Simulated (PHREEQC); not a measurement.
1 kg of water holding 0.28 mol/kgw KCl, 0.27 mol/kgw MgCl2, 0.098 mol/kgw NaCl, 0.004 mol/kgw SrCl2 and 0.17 mol/kgw CaCl2 is evaporated at 25 °C; the solids stay in contact with the brine. The system is closed to CO2. The run lets Bischofite, Brucite, Carnallite, Halite, Portlandite, Sylvite, MgCl2_4H2O precipitate or redissolve, and no other solid.

Computed with PHREEQC (Pitzer model, pitzer.dat).

Question: Predict ionic strength, water activity, Sylvite (mol) at water left (kg) = 0.8219, 0.09502, 0.04176.

Answer: 
```tsv
water left (kg)	ionic strength	water activity	Sylvite (mol)
0.8219	2.08	0.957	0
0.09502	14.9	0.476	0.227
0.04176	17.7	0.389	0.0494
```
